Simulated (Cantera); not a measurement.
A Cantera script and its output.

```python
import numpy as np
import cantera as ct

gas = ct.Solution("gri30.yaml")
gas.TPX = 1975, 100000, {'CH4': 1, 'N2': 22}
reactor = ct.IdealGasConstPressureReactor(gas, energy="off", clone=False)
net = ct.ReactorNet([reactor])
net.rtol, net.atol = 1e-08, 1e-18
show = ['CH4', 'H', 'C2H6', 'C2H', 'HCN']
times = np.geomspace(7e-05, 5, 11)

steps = ct.SolutionArray(gas, extra=["t"])
rows = []
print(f"{'t/s':>10s}{'T/K':>9s}{'P/Pa':>11s}" + "".join(f"{s:>11s}" for s in show))
for t in times:
    while net.time < t:
        t_next = net.step()
        steps.append(gas.state, t=t_next)
    rows.append([np.interp(t, steps.t, y) for y in (steps.T, steps.P, *steps(*show).X.T)])
    print(f"{t:10.3e}{rows[-1][0]:9.1f}{rows[-1][1]:11.4g}" + "".join(f"{x:11.3e}" for x in rows[-1][2:]))
rate = np.gradient(steps.T, steps.t)
print("integrator steps:", len(steps.t))
if steps.T.max() > steps.T[0] + 200:
    print(f"time of steepest temperature rise: {steps.t[rate.argmax()]:.4e} s")
gas.TPX = 1975, 100000, {'CH4': 1, 'N2': 22}
gas.equilibrate("TP")
print(f"equilibrium (TP): T = {gas.T:.1f} K  " + "  ".join(f"{s} {gas[s].X[0]:.3e}" for s in show))
```

Output:

```
       t/s      T/K       P/Pa        CH4          H       C2H6        C2H        HCN
 7.000e-05   1975.0      1e+05  4.062e-02  2.553e-05  4.577e-05  9.222e-09  2.138e-08
 2.140e-04   1975.0      1e+05  2.817e-02  1.228e-04  9.927e-05  3.960e-07  9.732e-07
 6.544e-04   1975.0      1e+05  1.193e-02  2.233e-04  1.833e-05  1.230e-06  6.493e-06
 2.001e-03   1975.0      1e+05  3.965e-03  2.890e-04  2.242e-06  1.645e-06  1.665e-05
 6.119e-03   1975.0      1e+05  1.153e-03  3.252e-04  2.093e-07  1.859e-06  2.953e-05
 1.871e-02   1975.0      1e+05  3.399e-04  3.386e-04  1.901e-08  1.937e-06  4.285e-05
 5.720e-02   1975.0      1e+05  1.062e-04  3.426e-04  1.956e-09  1.960e-06  5.671e-05
 1.749e-01   1975.0      1e+05  4.270e-05  3.436e-04  3.903e-10  1.965e-06  7.247e-05
 5.348e-01   1975.0      1e+05  3.406e-05  3.437e-04  2.801e-10  1.964e-06  1.018e-04
 1.635e+00   1975.0      1e+05  3.405e-05  3.437e-04  2.798e-10  1.960e-06  1.876e-04
 5.000e+00   1975.0      1e+05  3.452e-05  3.438e-04  2.847e-10  1.949e-06  4.322e-04
integrator steps: 1356
equilibrium (TP): T = 1975.0 K  CH4 1.523e-05  H 3.440e-04  C2H6 5.141e-11  C2H 2.891e-07  HCN 3.553e-02
```

Computed with Cantera and GRI-Mech 3.0 (53 species, 325 reactions). GRI-Mech 3.0 stops at C3 and has no aromatics, soot or wall deposition, so with more carbon than oxygen in the feed, carbon stays in small species such as C2H2 where larger ones or solid carbon would form.
